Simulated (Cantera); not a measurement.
Input: 1 mol BN, 0.2 mol H2O, equilibrated at 0.00133 bar.

Method: chemical equilibrium by Gibbs-energy minimisation in Cantera with the NASA 1993 tables (ideal gas, pure condensed phases). Candidate condensed phases: B, BN, B2O3, B3O3H3, H2O; 39 gas species. Mutual solubility and eutectic melting of coexisting phases are not modelled. Kinetics and transport are ignored.

Over these rows the condensed part is BN(s) + B2O3(l). Partial pressures as log10 of bar:

```
T (K)  1000/T (1/K)  log p B2O3  log p H2  log p N2
-----  ------------  ----------  --------  --------
1000         1.0000      -11.47     -3.00     -3.48
1100         0.9091       -9.59     -3.00     -3.48
1200         0.8333       -8.04     -3.00     -3.48
1300         0.7692           ?     -3.00     -3.48
1400         0.7143       -5.62     -3.00     -3.48
1500         0.6667       -4.66     -3.02     -3.49
```

Task: Fit log p(B2O3) = a + b·(1000/T) to the five rows, give the apparent enthalpy, and predict the row at 1300 K.

Result: Means: 1000/T = 0.8247, log p = -7.876. Sxy = -1.533291, Sxx = 0.0750796, so b = -20.42 and a = -7.876 − (-20.42)×0.8247 = 8.96.
Apparent enthalpy: −19.145 × (-20.42) = 391 kJ/mol. The condensed phases alone fix this pressure, through B2O3(l) = B2O3(g), so the slope is that reaction's ΔH° and the other gases don't enter. The five rows lie within 0.02 of the line.
Prediction at 1300 K: 8.96 + (-20.42)×0.7692 = -6.75. The computed value is -6.73, 0.02 from the line.
